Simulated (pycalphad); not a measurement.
**Effect of Si content in Al-Si-Mg**

Computed with pycalphad from the COST 507 light-alloy database (1999), at 1 atm. These are 1990s assessments: newer ones move some temperatures and phases. Phase fractions are per mole of atoms.

```csv
alloy,liquidus (°C),first solid,solidus (°C),phases at 457 °C
Al-3.3Si-5.55Mg (at.%),[?],FCC_A1,[?],[?]
Al-6.59Si-5.55Mg (at.%),599,FCC_A1,557,"FCC_A1 0.89, MG2SI 0.08, DIAMOND_A4 0.04"
Al-9.88Si-5.55Mg (at.%),579,FCC_A1,557,"FCC_A1 0.85, MG2SI 0.08, DIAMOND_A4 0.07"
Al-13.18Si-5.55Mg (at.%),561,MG2SI,557,"FCC_A1 0.82, DIAMOND_A4 0.10, MG2SI 0.08"
```

Q: Complete the blanks.

A: 
- Al-3.3Si-5.55Mg (at.%), liquidus (°C): 618
- Al-3.3Si-5.55Mg (at.%), solidus (°C): 569
- Al-3.3Si-5.55Mg (at.%), phases at 457 °C: FCC_A1 0.92, MG2SI 0.08, DIAMOND_A4 under 0.01

Database names, with the compositions (at.%) that they take in these runs: MG2SI: Mg 67 Si 33. FCC_A1 is fcc; DIAMOND_A4 is diamond (Si).
